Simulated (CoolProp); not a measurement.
Vapour-liquid equilibrium of methane (1) + ethane (2) at 162 K; x and y are mole fractions of (1).

Computed with CoolProp (multi-fluid Helmholtz-energy mixture model, Setzmann 1991 and Bücker 2006; pair parameters Kunz 2012).

### Question
Give the bubble pressure and the first vapour's composition at x = 0.2, 0.275, 0.95. Is there an azeotrope?

### Answer
x = 0.2: 3.974 bar, y = 0.941; x = 0.275: 5.255 bar, y = 0.957; x = 0.95: 16.13 bar, y = 0.997. No azeotrope shows between x = 0.05 and 0.95.

Pair parameters are fitted to limited data, so mixtures are less certain than the pure fluids. The gap from Raoult's law changes sign with composition, which may be real or a fault of the pair parameters; it wasn't checked against measurements.
